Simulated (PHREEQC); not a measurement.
Consider water at 25 °C with 0.021 mol/kgw HF, 0.012 mol/kgw KF, 0.00028 mol/kgw (NH4)2SiF6 and 0.0011 mol/kgw HCl. Closed to the air; pH follows from the charge balance.

Computed with PHREEQC (ion-association model, phreeqc.dat).

| quantity | before | after |
|---|---|---|
| pH | 2.88 | 2.24 |
| ionic strength (mol/kgw) | 0.0143 | 0.0193 |
| F- (mol/kgw) | 0.0115 | 0.0127 |
| HF2- (mol/kgw) | 0.000871 | 0.00464 |
| NH3 (mol/kgw) | 2.15e-10 | 4.77e-11 |
| SI of Sylvite (KCl) | -5.89 | -5.90 |
| SI of Quartz (SiO2) | -6.46 | -9.29 |

Problem. Which change was made?
(A) HF replaced by NH4HF2 at the same molality
(B) HCl from 0.0011 to 0.0022 mol/kgw
(C) HF from 0.021 to 0.105 mol/kgw
(D) diluted 10-fold with water
(E) (NH4)2SiF6 from 0.00028 to 0.00056 mol/kgw

Solution. C, HF from 0.021 to 0.105 mol/kgw

Precipitation was switched off in this run. SiF6-2 is the database's only silicon fluoride.
